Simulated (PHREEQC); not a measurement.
Make-up at 50 °C: 67 mmol/kgw HF, 14 mmol/kgw (NH4)2SiF6 and 0.11 mmol/kgw H3BO3. Closed to the air; pH follows from the charge balance.

All values are PHREEQC results (ion-association model, wateq4f.dat), not measurements.

```json
[
 {"quantity": "pH", "before": "2.26", "after": "2.31"},
 {"quantity": "HF (mol/kgw)", "before": "0.0532", "after": "0.0563"},
 {"quantity": "F- (mol/kgw)", "before": "0.00511", "after": "0.00450"},
 {"quantity": "H2F2 (mol/kgw)", "before": "0.00291", "after": "0.00178"},
 {"quantity": "HF2- (mol/kgw)", "before": "0.00119", "after": "0.00112"},
 {"quantity": "SI of Quartz (SiO2)", "before": "-4.45", "after": "-3.61"}
]
```

Problem. What was changed between the two runs?
A. diluted 5-fold with water
B. (NH4)2SiF6 from 0.014 to 0.07 mol/kgw
C. H3BO3 from 0.00011 to 5.5e-05 mol/kgw
D. temperature from 50 to 65 °C

Solution. D, temperature from 50 to 65 °C

This is a speciation only: nothing precipitates in the calculation. Constants without temperature data keep their 25 °C values here. SiF6-2 is the database's only silicon fluoride. Real BF4- forms and hydrolyses slowly; the run takes it at equilibrium.
